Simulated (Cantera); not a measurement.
Feed: 1 mol TEOS, 4.4 mol NO, 63 mol H₂, held at 1550 K and 0.133 bar.

Equilibrium computed with Cantera from the NASA thermochemical tables; the gas is ideal and each condensed phase is pure. The feed counts by its element totals alone. Kinetics and transport are ignored.

```csv
species,before,after
H₂,0.883,0.868
CO,0.0956,0.0914
N₂,0.0206,0.0258
SiO,0.000157,0.00879
Si,1.50e-9,8.19e-5
SiH,1.35e-9,1.78e-5
SiH₂,1.48e-8,1.99e-5
H,8.11e-5,0.00491
CH₄,0.000211,1.28e-5
HNC,3.96e-6,4.63e-5
"C(graphite), mol",0.0709,0
"Si₂N₂O(s), mol",0.494,0
"SiC(s), mol",0,0.253
```
Gas species are given as mole fractions.

Task: Name the change that produced these shifts.
(A) temperature from 1550 K to 1800 K
(B) temperature from 1550 K to 2025 K
(C) pressure from 0.133 bar to 4.80 mbar
(D) pressure from 0.133 bar to 18.0 mbar

Result: B, temperature from 1550 K to 2025 K. Gases not in the tables: Si₂H₆ and higher silanes
